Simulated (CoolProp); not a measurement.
Vapour-liquid equilibrium of R1234yf (1) + R227EA (2) at 10.05 °C; x and y are mole fractions of (1).

Values from CoolProp's multi-fluid Helmholtz-energy mixture model, Lemmon 2022 and Lemmon 2016; pair parameters Bell 2016.

Question: Give the bubble pressure and the first vapour's composition at x = 0.15, 0.35, 0.55. Is there an azeotrope?

Answer: x = 0.15: 3.044 bar, y = 0.210; x = 0.35: 3.359 bar, y = 0.444; x = 0.55: 3.671 bar, y = 0.642. No azeotrope shows between x = 0.05 and 0.95.

The pair parameters rest on a limited set of measurements; away from them the model extrapolates.
